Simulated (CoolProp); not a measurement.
Properties of dimethyl ether at several states (Tc = 127.2 °C, pc = 5.337 MPa, ω = 0.196).

Values from CoolProp's reference Helmholtz-energy equation of state, Wu 2011.

| T (°C) | p (MPa) | phase | density (kg/m³) | cp (kJ/(kg K)) | cv (kJ/(kg K)) | speed of sound (m/s) |
|---|---|---|---|---|---|---|
| 246.15 | 0.0571 | gas | 0.6103 | 2.082 | 1.900 | ___ |
| 196.95 | 0.713 | gas | 8.654 | ___ | 1.771 | ___ |
| -35.45 | 1.11 | liquid | 750.7 | 2.208 | ___ | 1212 |
| 224.45 | 0.0801 | gas | 0.8943 | ___ | ___ | 313.4 |
| 113.95 | 0.0211 | gas | 0.3025 | 1.695 | ___ | ___ |

### Question
Fill in the missing entries.

### Answer

- 246.15, speed of sound (m/s): 319.9
- 196.95, cp (kJ/(kg K)): 1.976
- 196.95, speed of sound (m/s): 298.7
- -35.45, cv (kJ/(kg K)): 1.473
- 224.45, cp (kJ/(kg K)): 2.022
- 224.45, cv (kJ/(kg K)): 1.840
- 113.95, cv (kJ/(kg K)): 1.513
- 113.95, speed of sound (m/s): 279.3
